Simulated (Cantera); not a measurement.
## Ignition delay

Mixture: CO : H₂ : CH₄ : O₂ : N₂ : H₂O = 1 : 1 : 0.55 : 2.89 : 10.9 : 1.7 (molar parts), at 1.00 bar, adiabatic and at constant pressure. Ignition delay is the time to a rise of 400 K.

Computed with Cantera and GRI-Mech 3.0 (53 species, 325 reactions). Below about 1000 K GRI-Mech 3.0 lacks low-temperature oxidation paths.

| T0 (K) | delay (ms) |
|---|---|
| 975 | 15.0 |
| 1075 | 1.64 |
| 1175 | 0.498 |
| 1275 | 0.212 |
| 1375 | 0.111 |
| 1475 | 0.0675 |
| 1575 | 0.0453 |

```yaml
apparent activation energy between 1375 and 1575 K: 81 kJ/mol
```
